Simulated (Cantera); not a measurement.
A perfectly stirred reactor is fed with C3H8 : O2 : N2 = 1 : 9.26 : 34.8 (molar parts), at 3750 Torr; it is adiabatic with a 500 K inlet, and is followed from long to short residence time, starting on the burning branch (τ in s: 0.04, 0.012, 0.0038, 0.0012, 0.00036, 0.00011, 3.4e-05, 1e-05, 3.2e-06).

Detailed kinetics in Cantera: GRI-Mech 3.0 (53 species, 325 reactions). GRI-Mech 3.0 was tuned for natural gas; its chemistry of propane as a main component is partial and can be far from experiment.

Problem. What does this change do: inlet temperature 500 to 750 K?

Solution. 
```
quantity                                                                        before                               after
------------------------------------------------  ------------------------------------  ----------------------------------
blow-out, bracketed by the residence times tried  burning at 0.360 ms, out at 0.110 ms  burning at 34.0 µs, out at 10.0 µs
x(C3H8) at τ = 40.0 ms                                                         1.18e-6                             3.86e-7
x(O2) at τ = 40.0 ms                                                            0.0925                              0.0923
x(H2) at τ = 40.0 ms                                                           2.38e-5                             4.32e-5
x(CO) at τ = 40.0 ms                                                          0.000253                            0.000236
x(HCO) at τ = 40.0 ms                                                          6.79e-9                             5.78e-9
x(C3H8) at τ = 0.360 ms                                                        3.76e-5                             1.50e-5
x(O2) at τ = 0.360 ms                                                           0.0959                              0.0939
x(H2) at τ = 0.360 ms                                                         0.000476                            0.000547
x(CO) at τ = 0.360 ms                                                          0.00706                             0.00483
x(HCO) at τ = 0.360 ms                                                         9.72e-7                             8.15e-7
```
